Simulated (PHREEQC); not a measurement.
Consider water at 25 °C with 4.4 mmol/kgw TMAH, 0.043 mmol/kgw CO2 and 0.086 mmol/kgw (CH3)4NCl. Closed to the air; pH follows from the charge balance.

Equilibrium calculation in PHREEQC: ion-association model, phreeqc.dat.

```json
[
 {"quantity": "pH", "before": "11.60", "after": "10.86"},
 {"quantity": "ionic strength (mol/kgw)", "before": "0.00453", "after": "0.00452"}
]
```

Q: What was changed between the two runs?
(A) (CH3)4NCl from 8.6e-05 to 0.00086 mol/kgw
(B) temperature from 25 to 50 °C
(C) 8.5e-05 mol/kgw Al2(SO4)3 added
(D) CO2 from 4.3e-05 to 0.00043 mol/kgw
(E) diluted 100-fold with water

A: B, temperature from 25 to 50 °C

This is a speciation only: nothing precipitates in the calculation. (CH3)4N+ isn't in the database: it is added as a free cation with an ion size of 4 Å. At this temperature some constants are extrapolated from 25 °C, and those without enthalpy data are left unchanged.
